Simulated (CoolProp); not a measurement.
A simple Rankine cycle with toluene: condensing at 305.15 K, boiler at 0.109 MPa, turbine inlet 388.3 K, turbine efficiency 0.9, pump efficiency 0.6, no recuperator. Each further row changes one setting.

Model: reference Helmholtz-energy equation of state, Lemmon 2006, in CoolProp. It is a short technical equation, of lower accuracy than the large ones.

| case | thermal efficiency (%) | net work (kJ/kg) | heat in (kJ/kg) | turbine exit temperature (K) | volume ratio over the turbine |
|---|---|---|---|---|---|
| as stated | 16.4 | 84.0 | 513 | 322.3 | 17.4 |
| turbine inlet 408.3 K | 16.4 | 89.2 | 544 | 342.7 | 17.5 |
| condensing temperature 297.15 K | 17.9 | 94.1 | 527 | 313.8 | 25.4 |
| boiler pressure 0.0763 MPa | 14.6 | 75.4 | 515 | 330.6 | 12.3 |
| turbine efficiency 0.8 | 14.5 | 74.7 | 513 | 329.9 | 17.8 |
